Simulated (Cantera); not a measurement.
## Premixed flame

A freely propagating, adiabatic, planar premixed flame of 9.25 % CH₄, 19.1 % O₂, 71.7 % N₂, unburnt at 575 K and 0.150 bar; mixture-averaged transport, grid criteria slope 0.08 and curve 0.16, no radiation.

Computed with Cantera and GRI-Mech 3.0 (53 species, 325 reactions). Burning velocities carry a grid error of a few per cent, more on coarse grids.

```csv
z (mm),T (K),u (m/s),x CH₄,x O₂,x NO,x CO₂,x H,x CO
-5.37,575,1.69,0.0924,0.190,<1e-8,<1e-8,<1e-8,3.52e-7
-3.58,576,1.69,0.0923,0.190,<1e-8,3.29e-7,1.66e-7,7.97e-6
-2.68,579,1.71,0.0918,0.190,<1e-8,3.59e-6,2.11e-6,6.21e-5
-1.79,615,1.83,0.0891,0.187,4.68e-8,9.34e-5,4.03e-5,0.000914
-0.894,923,2.78,0.0681,0.163,6.74e-7,0.00210,0.000621,0.0120
-0.447,1308,4.00,0.0388,0.124,1.98e-6,0.00707,0.00205,0.0314
0,1684,5.20,0.0106,0.0775,4.71e-6,0.0163,0.00576,0.0527
0.447,1844,5.72,0.00114,0.0478,8.35e-6,0.0276,0.0104,0.0560
0.894,1878,5.81,6.57e-5,0.0360,1.08e-5,0.0374,0.0134,0.0489
1.79,1900,5.85,1.68e-7,0.0298,1.30e-5,0.0491,0.0154,0.0383
3.58,1924,5.91,<1e-8,0.0274,1.52e-5,0.0561,0.0155,0.0320
7.15,1957,5.99,<1e-8,0.0262,1.94e-5,0.0584,0.0141,0.0300
14.3,2008,6.12,<1e-8,0.0248,2.80e-5,0.0599,0.0115,0.0288
```
x: mole fraction of selected species; z is measured from the peak of heat release.

| Property | Value |
|---|---|
| laminar burning velocity | 169 cm/s |
| thermal thickness | 1.79 mm |
| peak x(H) | 0.0157 |
| peak x(CO) | 0.0570 |
| grid points | 151 |
